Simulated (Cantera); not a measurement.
A freely propagating, adiabatic, planar premixed flame of H2 : O2 : N2 = 1 : 0.263 : 0.989 (molar parts), equivalence ratio 1.9, unburnt at 600 K and 0.109 atm; mixture-averaged transport, grid criteria slope 0.08 and curve 0.16, no radiation.

Detailed kinetics in Cantera: the H2/O2 subset of GRI-Mech 3.0, which has no nitrogen chemistry. Burning velocities carry a grid error of a few per cent, more on coarse grids.

**Question.** What does this change do: N2 0.989 to 1.2 parts?

**Answer.** 
| quantity | before | after |
|---|---|---|
| laminar burning velocity | 670 cm/s | 595 cm/s |
| thermal thickness | 7.85 mm | 8.26 mm |
| peak x(H2O2) | 3.62e-7 | 3.59e-7 |
| peak x(O) | 0.00592 | 0.00501 |
| peak x(HO2) | 3.50e-5 | 3.19e-5 |
